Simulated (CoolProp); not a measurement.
Isohexane at several states: Z from the reference equation and from simpler models built on Tc = 497.7 K, pc = 3.043 MPa, ω = 0.280; each cubic takes its own stable root.

Values from CoolProp's reference Helmholtz-energy equation of state, Lemmon 2006. It is a short technical equation, of lower accuracy than the large ones.

```
T (K)  p (MPa)   phase  reference  Redlich-Kwong  Peng-Robinson
-----  -------  ------  ---------  -------------  -------------
140.2    0.129  liquid    0.01210        0.01391        0.01238
167.2   0.0219  liquid   0.001779       0.002023       0.001791
395.6    0.294     gas     0.9209         0.9337         0.9229
349       1.64  liquid    0.08090        0.09201        0.07806
```
